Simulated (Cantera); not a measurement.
A perfectly stirred reactor is fed with 7.10 % H₂, 5.46 % O₂, 87.4 % N₂, equivalence ratio 0.65, at 49000 Pa; it is held at 1198 K, and followed from long to short residence time.

Model: GRI-Mech 3.0 (53 species, 325 reactions), integrated in Cantera. The temperature is held fixed by assumption; the heat of reaction is taken as removed at once.

x: mole fraction; the columns are a selection and need not sum to one.

```csv
τ (s),x H₂,x O₂,x N₂O,x HO₂,x OH,x NO,x O
1.1,0.000108,0.0198,3.13e-7,…,0.000102,2.83e-7,2.20e-5
0.40,0.000209,0.0199,2.46e-7,…,0.000144,2.70e-7,4.39e-5
0.14,0.000411,0.0199,1.86e-7,…,0.000206,3.43e-7,8.91e-5
0.047,0.000815,0.0201,1.36e-7,…,0.000301,5.59e-7,0.000183
0.016,0.00157,0.0204,9.76e-8,…,0.000437,9.81e-7,0.000363
0.0056,0.00289,0.0211,7.05e-8,…,0.000624,1.65e-6,0.000685
0.0019,0.00525,0.0224,5.08e-8,…,0.000879,2.49e-6,0.00126
0.00066,0.00909,0.0247,3.72e-8,…,0.00118,3.02e-6,0.00210
0.00023,0.0153,0.0285,2.64e-8,…,0.00147,2.58e-6,0.00304
```

What belongs in the gaps?


- 1.1, x HO₂: 1.92e-6
- 0.40, x HO₂: 2.90e-6
- 0.14, x HO₂: 4.02e-6
- 0.047, x HO₂: 5.09e-6
- 0.016, x HO₂: 5.97e-6
- 0.0056, x HO₂: 6.65e-6
- 0.0019, x HO₂: 7.28e-6
- 0.00066, x HO₂: 7.94e-6
- 0.00023, x HO₂: 8.71e-6
